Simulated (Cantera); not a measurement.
An isothermal, constant-pressure homogeneous reactor starts with CH₄ : N₂ = 1 : 1.7 (molar parts), at 1775 K and 100000 Pa. Integrator tolerance rtol = 1e-08.

Model: GRI-Mech 3.0 (53 species, 325 reactions), integrated in Cantera. GRI-Mech 3.0 stops at C3 and has no aromatics, soot or wall deposition, so with more carbon than oxygen in the feed, carbon stays in small species such as C2H2 where larger ones or solid carbon would form.

### Question
What does this change do: temperature 1775 to 1525 K?

### Answer
| quantity | before | after |
|---|---|---|
| x(CH₄) at 300 s | 0.00632 (gas-phase equilibrium 0.00492) | 0.0450 (gas-phase equilibrium 0.0377) |
| x(C₂H₂) at 300 s | 0.131 (gas-phase equilibrium 0.0784) | 0.111 (gas-phase equilibrium 0.0718) |
| x(C₂H₆) at 300 s | 8.48e-7 (gas-phase equilibrium 5.11e-7) | 2.16e-5 (gas-phase equilibrium 1.47e-5) |
| x(C₂H) at 300 s | 4.76e-7 (gas-phase equilibrium 2.84e-7) | 9.80e-9 (gas-phase equilibrium 6.24e-9) |
| x(HCN) at 300 s | 0.000752 (gas-phase equilibrium 0.108) | 8.19e-7 (gas-phase equilibrium 0.0893) |
| x(CH₂) at 300 s | 3.01e-8 (gas-phase equilibrium 2.33e-8) | 1.26e-9 (gas-phase equilibrium 1.03e-9) |
| x(H) at 300 s | 0.000184 (gas-phase equilibrium 0.000184) | 1.41e-5 (gas-phase equilibrium 1.43e-5) |

### Question
What does this change do: pressure from 100000 Pa to 670 Pa?

### Answer
```
quantity                                             before                                      after
----------------  -----------------------------------------  -----------------------------------------
x(CH₄) at 300 s     0.00632 (gas-phase equilibrium 0.00492)    4.10e-5 (gas-phase equilibrium 3.39e-5)
x(C₂H₂) at 300 s       0.131 (gas-phase equilibrium 0.0784)       0.135 (gas-phase equilibrium 0.0803)
x(C₂H₆) at 300 s    8.48e-7 (gas-phase equilibrium 5.11e-7)  3.67e-11 (gas-phase equilibrium 2.41e-11)
x(C₂H) at 300 s     4.76e-7 (gas-phase equilibrium 2.84e-7)    5.94e-6 (gas-phase equilibrium 3.54e-6)
x(HCN) at 300 s      0.000752 (gas-phase equilibrium 0.108)      9.05e-5 (gas-phase equilibrium 0.109)
x(CH₂) at 300 s     3.01e-8 (gas-phase equilibrium 2.33e-8)    2.87e-8 (gas-phase equilibrium 2.37e-8)
x(H) at 300 s     0.000184 (gas-phase equilibrium 0.000184)    0.00226 (gas-phase equilibrium 0.00226)
```
Radical loss at walls, strong at low pressure, is not modelled.

### Question
What does this change do: pressure from 100000 Pa to 26000 Pa?

### Answer
```csv
quantity,before,after
x(CH₄) at 300 s,0.00632 (gas-phase equilibrium 0.00492),0.00170 (gas-phase equilibrium 0.00131)
x(C₂H₂) at 300 s,0.131 (gas-phase equilibrium 0.0784),0.134 (gas-phase equilibrium 0.0799)
x(C₂H₆) at 300 s,8.48e-7 (gas-phase equilibrium 5.11e-7),6.02e-8 (gas-phase equilibrium 3.60e-8)
x(C₂H) at 300 s,4.76e-7 (gas-phase equilibrium 2.84e-7),9.48e-7 (gas-phase equilibrium 5.65e-7)
x(HCN) at 300 s,0.000752 (gas-phase equilibrium 0.108),0.000388 (gas-phase equilibrium 0.109)
x(CH₂) at 300 s,3.01e-8 (gas-phase equilibrium 2.33e-8),3.06e-8 (gas-phase equilibrium 2.36e-8)
x(H) at 300 s,0.000184 (gas-phase equilibrium 0.000184),0.000363 (gas-phase equilibrium 0.000363)
```
